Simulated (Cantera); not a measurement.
Feed: 1 mol PbO, 3.9 mol CO, 0.32 mol H2, equilibrated at 1525 K.

Method: chemical equilibrium by Gibbs-energy minimisation in Cantera with the NASA 1993 tables (ideal gas, pure condensed phases). Candidate condensed phases: C, C6H6, C7H8, C8H18, H2O, Pb, PbO, PbO2, Pb3O4; 113 gas species. Equilibrium is a limit: real reactors are often held back by kinetics, nucleation or transport.

Question: At 3.45 Torr, list the 6 most abundant gas species with their mole fractions, and the condensed phases.

Answer: CO 0.582, Pb 0.191, CO2 0.165, H2 0.0348, H2O 0.0265, PbO 6.57e-5. Condensed: gas only.
